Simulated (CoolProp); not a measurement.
p-xylene along the isobar 3.43 bar: fugacity coefficient from the reference equation and from simpler models built on Tc = 616.2 K, pc = 35.32 bar, ω = 0.324; each cubic takes its own stable root.

Model: reference Helmholtz-energy equation of state, Zhou 2012, in CoolProp.

```json
[
 {"T (K)": "348.4", "phase": "liquid", "reference": "0.03802"},
 {"T (K)": "360.9", "phase": "liquid", "reference": "0.06083"},
 {"T (K)": "373.4", "phase": "liquid", "reference": "0.09363"},
 {"T (K)": "385.9", "phase": "liquid", "reference": "0.1392"},
 {"T (K)": "398.4", "phase": "liquid", "reference": "0.2005"},
 {"T (K)": "410.9", "phase": "liquid", "reference": "0.2808"},
 {"T (K)": "423.4", "phase": "liquid", "reference": "0.3833"},
 {"T (K)": "435.9", "phase": "liquid", "reference": "0.5113"},
 {"T (K)": "448.3", "phase": "liquid", "reference": "0.6663"},
 {"T (K)": "460.8", "phase": "liquid", "reference": "0.8535"},
 {"T (K)": "473.3", "phase": "gas", "reference": "0.9104"},
 {"T (K)": "485.8", "phase": "gas", "reference": "0.9186"},
 {"T (K)": "498.3", "phase": "gas", "reference": "0.9257"},
 {"T (K)": "510.8", "phase": "gas", "reference": "0.9319"}
]
```

Task: How far does each simpler model (van der Waals, Peng-Robinson) lie from the reference over these 14 states: mean and median of the absolute difference, and the worst?

Result: 
- van der Waals: mean 343.4 %, median 112.9 %, worst +1460.0 % at 348.4 K and 3.43 bar
- Peng-Robinson: mean 0.5 %, median 0.5 %, worst +1.3 % at 460.8 K and 3.43 bar

At some of these states van der Waals gives the other phase, because its saturation line lies elsewhere.
